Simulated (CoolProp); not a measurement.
Saturation properties of cyclopentane (Tc = 238.6 °C, pc = 4583 kPa, ω = 0.202).

Values from CoolProp's reference Helmholtz-energy equation of state, Gedanitz 2015.

| T (°C) | p (kPa) | vapour density (kg/m³) | liquid cp (kJ/(kg K)) | surface tension (mN/m) | liquid conductivity (mW/(m K)) |
|---|---|---|---|---|---|
| -10.95 | 8.171 | 0.2643 | 1.650 | 27.1 | 141 |
| -7.05 | 10.02 | 0.3195 | ? | 26.5 | 139 |
| -3.25 | 12.14 | 0.3820 | 1.682 | 26.0 | 138 |
| 0.65 | 14.68 | 0.4561 | 1.699 | 25.4 | 136 |
| 4.55 | 17.65 | 0.5414 | ? | 24.8 | 134 |
| 8.45 | 21.10 | 0.6390 | 1.733 | 24.2 | 133 |
| 12.25 | 24.97 | 0.7472 | 1.750 | 23.7 | 131 |
| 16.15 | 29.51 | 0.8729 | ? | 23.1 | 130 |
| 20.05 | 34.71 | ? | 1.787 | ? | ? |
| 23.95 | 40.62 | 1.174 | 1.806 | 22.0 | ? |
| 27.75 | 47.13 | 1.348 | 1.824 | 21.5 | 126 |
| 31.65 | 54.66 | 1.547 | 1.844 | 20.9 | 124 |
| 35.55 | 63.11 | 1.768 | 1.863 | 20.4 | 123 |
| 39.45 | 72.57 | 2.014 | 1.883 | 19.8 | 121 |

Task: Fill in the missing entries.

Result: 
- -7.05, liquid cp (kJ/(kg K)): 1.666
- 4.55, liquid cp (kJ/(kg K)): 1.716
- 16.15, liquid cp (kJ/(kg K)): 1.769
- 20.05, vapour density (kg/m³): 1.015
- 20.05, surface tension (mN/m): 22.6
- 20.05, liquid conductivity (mW/(m K)): 128
- 23.95, liquid conductivity (mW/(m K)): 127

It boils at 49.2 °C under 1 atm.

Thermal conductivity comes from a separate model (Vassiliou 2015). Surface tension comes from a separate correlation (Mulero 2014).
